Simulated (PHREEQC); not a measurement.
TMAH is added in steps, without added water, to 1 kg of water holding 0.056 mol H2SO4 and 0.077 mol MnSO4, at 25 °C. No oxygen is let in. No CO2 enters from the air. The run lets Pyrochroite precipitate or redissolve, and no other solid.

Base run: PHREEQC, ion-association model, wateq4f.dat. Each further column changes one thing. The table gives Mn+2 (mol/kgw).

```
TMAH added (mol)     base  database phreeqc.dat  all activity coefficients set to 1  Davies equation for every ion  metal-ligand complexes left out
----------------  -------  --------------------  ----------------------------------  -----------------------------  -------------------------------
0                  0.0479                0.0478                              0.0222                            [?]                           0.0770
0.04688            0.0430                0.0430                              0.0144                         0.0417                           0.0769
0.1031             0.0377                0.0377                             0.00707                         0.0352                           0.0769
0.15               0.0270                0.0270                             0.00386                         0.0245                           0.0578
0.1969             0.0156                0.0156                             0.00183                         0.0138                           0.0344
0.2531            0.00282               0.00282                                 [?]                            [?]                          0.00640
0.3               1.28e-9               1.30e-9                                 [?]                       9.05e-10                          1.28e-9
```

Q: Fill in the missing entries.

A: 
- 0, Davies equation for every ion: 0.0471
- 0.2531, all activity coefficients set to 1: 0.000273
- 0.2531, Davies equation for every ion: 0.00238
- 0.3, all activity coefficients set to 1: 1.38e-10

(CH3)4N+ isn't in the database: it is added as a free cation with an ion size of 4 Å. phreeqc.dat and wateq4f.dat share most of their constants, so their agreement is no independent check.
